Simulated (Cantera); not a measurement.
## Equilibrium for iron carbonyl, mercury and lead vapours: PbO + H₂ + O₂

Charge: 1 mol PbO, 0.36 mol H₂, a varied amount of O₂, at 825 °C and 3.30 bar.

Equilibrium computed with Cantera from the NASA thermochemical tables; the gas is ideal and each condensed phase is pure. Candidate condensed phases: H₂O, Pb, PbO, PbO₂, Pb₃O₄; 12 gas species. Mutual solubility and eutectic melting of coexisting phases are not modelled. Rates play no part.

```
n(O₂) (mol)  x H₂O      x O₂      x H₂      x Pb    x PbO     x OH    x HO₂   x H₂O₂  n Pb(l)  n PbO(yellow)
-----------  -----  --------  --------  --------  -------  -------  -------  -------  -------  -------------
0.046        1.000  1.13e-11  0.000205   3.54e-5  1.78e-6  4.19e-9   <1e-12   <1e-12    0.268          0.732
0.053        1.000  1.13e-11  0.000205   3.54e-5  1.78e-6  4.19e-9   <1e-12   <1e-12    0.254          0.746
0.06         1.000  1.13e-11  0.000205   3.54e-5  1.78e-6  4.19e-9   <1e-12   <1e-12    0.240          0.760
0.069        1.000  1.13e-11  0.000205   3.54e-5  1.78e-6  4.19e-9   <1e-12   <1e-12    0.222          0.778
0.079        1.000  1.13e-11  0.000205   3.54e-5  1.78e-6  4.19e-9   <1e-12   <1e-12    0.202          0.798
0.09         1.000  1.13e-11  0.000205   3.54e-5  1.78e-6  4.19e-9   <1e-12   <1e-12    0.180          0.820
0.1          1.000  1.13e-11  0.000205   3.54e-5  1.78e-6  4.19e-9   <1e-12   <1e-12    0.160          0.840
0.12         1.000  1.13e-11  0.000205   3.54e-5  1.78e-6  4.19e-9   <1e-12   <1e-12    0.120          0.880
0.13         1.000  1.13e-11  0.000205   3.54e-5  1.78e-6  4.19e-9   <1e-12   <1e-12   0.0999          0.900
0.15         1.000  1.13e-11  0.000205   3.54e-5  1.78e-6  4.19e-9   <1e-12   <1e-12   0.0599          0.940
0.17         1.000  1.13e-11  0.000205   3.54e-5  1.78e-6  4.19e-9   <1e-12   <1e-12   0.0199          0.980
0.2          0.947    0.0526   2.85e-9  5.20e-10  1.78e-6  1.06e-6  5.72e-9  3.68e-9        0          1.000
0.23         0.878     0.122   1.74e-9  3.41e-10  1.78e-6  1.26e-6  1.04e-8  5.20e-9        0          1.000
```
x: gas mole fraction; n: condensed amount in mol.

From 0.046 mol O₂ to 0.17 mol O₂ the condensed part is Pb(l) + PbO(yellow). From 0.2 mol O₂ to 0.23 mol O₂ the condensed part is PbO(yellow). The main Pb-bearing gas is Pb at 0.046 mol O₂ and PbO at 0.23 mol O₂.
